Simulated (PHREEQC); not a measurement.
Make-up at 20 °C: 0.0035 mol TMAH, 3.1e-05 mol NaAlO2 and 0.00062 mol K2CO3 per kg of water. Closed to the air; pH follows from the charge balance.

Model: ion-association model, wateq4f.dat, run in PHREEQC.

Q: The ionic strength comes out as 0.00537 mol/kgw. What activity coefficients do Na+, OH-, Al(OH)4-, HCO3-, CO3-2 get?

A: Na+ 0.93, OH- 0.92, Al(OH)4- 0.93, HCO3- 0.93, CO3-2 0.74.

No solid was allowed to form. (CH3)4N+ isn't in the database: it is added as a free cation with an ion size of 4 Å.
